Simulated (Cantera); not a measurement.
Cantera run, input and output.

```python
import numpy as np
import cantera as ct

surf = ct.Interface("ptcombust.yaml", "Pt_surf")
gas = surf.adjacent["gas"]
gas.TPX = 1148, 290000, {'CH4': 0.0036, 'O2': 0.13, 'N2': 0.79}
surf.TP = 1148, 290000
reactor = ct.FlowReactor(gas, clone=False)
reactor.area = 0.0001  # m2
reactor.surface_area_to_volume_ratio = 810  # 1/m
reactor.mass_flow_rate = 0.3 * reactor.area * gas.density  # inlet velocity 0.3 m/s
reactor.energy_enabled = False
wall = ct.ReactorSurface(surf, reactor, clone=False)
net = ct.ReactorNet([reactor])
net.rtol, net.atol = 1e-8, 1e-16
show, cover = ['CH4', 'O2', 'H2O', 'CO2', 'CO'], ['PT(S)', 'H(S)', 'O(S)', 'OH(S)', 'CO(S)', 'C(S)']

rows = []
print(f"{'z/m':>9s}{'u/(m/s)':>9s}" + "".join(f"{s:>13s}" for s in show + cover))
for z in [5.4e-05, 9.7e-05, 0.00017, 0.00031, 0.00054, 0.00097, 0.0017, 0.0031, 0.0054]:
    net.advance(z)
    rows.append([reactor.speed, *gas[show].X, *surf[cover].coverages])
    print(f"{z:9.4g}{rows[-1][0]:9.3g}" + "".join(f"{x:13.4e}" for x in rows[-1][1:]))
```

Result:

```
      z/m  u/(m/s)          CH4           O2          H2O          CO2           CO        PT(S)         H(S)         O(S)        OH(S)        CO(S)         C(S)
  5.4e-05      0.3   3.8104e-03   1.4058e-01   1.7409e-04   8.3792e-05   3.1222e-06   2.7188e-01   2.3256e-07   7.2778e-01   3.3327e-04   5.4250e-06   6.5377e-08
  9.7e-05      0.3   3.7419e-03   1.4044e-01   3.1009e-04   1.5158e-04   3.1401e-06   2.7188e-01   2.9096e-07   7.2769e-01   4.1739e-04   5.3455e-06   6.4210e-08
  0.00017      0.3   3.6280e-03   1.4022e-01   5.3580e-04   2.6402e-04   3.0508e-06   2.7190e-01   3.6795e-07   7.2757e-01   5.2821e-04   5.1857e-06   6.2274e-08
  0.00031      0.3   3.4176e-03   1.3980e-01   9.5096e-04   4.7024e-04   2.8826e-06   2.7195e-01   4.7827e-07   7.2736e-01   6.8683e-04   4.8903e-06   5.8705e-08
  0.00054      0.3   3.0946e-03   1.3917e-01   1.5846e-03   7.8370e-04   2.6330e-06   2.7206e-01   6.0951e-07   7.2706e-01   8.7517e-04   4.4392e-06   5.3228e-08
  0.00097      0.3   2.5627e-03   1.3814e-01   2.6208e-03   1.2938e-03   2.2492e-06   2.7227e-01   7.7846e-07   7.2660e-01   1.1168e-03   3.7011e-06   4.4188e-08
   0.0017      0.3   1.8438e-03   1.3675e-01   4.0106e-03   1.9732e-03   1.8363e-06   2.7260e-01   9.6065e-07   7.2602e-01   1.3760e-03   2.7237e-06   3.1905e-08
   0.0031      0.3   9.5194e-04   1.3502e-01   5.7451e-03   2.8208e-03   1.4745e-06   2.7305e-01   1.1500e-06   7.2530e-01   1.6434e-03   1.5384e-06   1.6551e-08
   0.0054      0.3   3.1161e-04   1.3371e-01   7.0522e-03   3.4817e-03   7.7484e-07   2.7341e-01   1.2756e-06   7.2477e-01   1.8195e-03   5.7538e-07   5.4383e-09
```

Cantera simulation using Deutschmann's 1995 Pt surface mechanism with GRI-Mech 3.0 gas chemistry; the numbers are that mechanism's predictions, not measurements. Catalytic surfaces can have several steady states; this one follows from the mechanism file's or the stated starting coverage. Mass transfer to the wall is taken as infinitely fast.
